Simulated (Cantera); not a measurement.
Low-pressure radical oxidation in H2/O2

An isothermal, constant-pressure homogeneous reactor starts with H₂ : O₂ : N₂ : H₂O = 0.026 : 1 : 0.28 : 0.082 (molar parts), at 1225 K and 0.0210 bar.

Cantera simulation using the H2/O2 subset of GRI-Mech 3.0, which has no nitrogen chemistry; the numbers are that mechanism's predictions, not measurements. Radical loss at walls, strong at low pressure, is not modelled.

| t (s) | x H₂ | x O₂ | x H₂O | x H | x H₂O₂ |
|---|---|---|---|---|---|
| 0.000100 | 0.0187 | 0.720 | 0.0591 | 1.47e-9 | <1e-12 |
| 0.000282 | 0.0187 | 0.720 | 0.0591 | 4.89e-9 | 4.25e-12 |
| 0.000796 | 0.0187 | 0.720 | 0.0591 | 8.26e-8 | 3.39e-11 |
| 0.00224 | 0.0176 | 0.720 | 0.0599 | 0.000172 | 1.01e-8 |
| 0.00633 | 0.000573 | 0.707 | 0.0750 | 0.00207 | 1.83e-7 |
| 0.0179 | 0.000330 | 0.712 | 0.0764 | 0.000892 | 1.66e-7 |
| 0.0504 | 0.000109 | 0.716 | 0.0777 | 0.000167 | 1.20e-7 |
| 0.142 | 2.18e-5 | 0.717 | 0.0782 | 1.51e-5 | 6.08e-8 |
| 0.401 | 3.91e-6 | 0.718 | 0.0784 | 1.17e-6 | 2.35e-8 |
| 1.13 | 8.07e-7 | 0.718 | 0.0785 | 1.12e-7 | 8.17e-9 |
| 3.19 | 2.01e-7 | 0.718 | 0.0785 | 1.40e-8 | 2.79e-9 |
| 9.00 | 5.85e-8 | 0.718 | 0.0785 | 2.23e-9 | 9.83e-10 |
x: mole fraction; the columns are a selection and need not sum to one.

Equilibrium at this temperature and pressure: H₂ 1.36e-8, O₂ 0.718, H₂O 0.0785, H 2.53e-10, H₂O₂ 2.88e-10 (gas phase only).
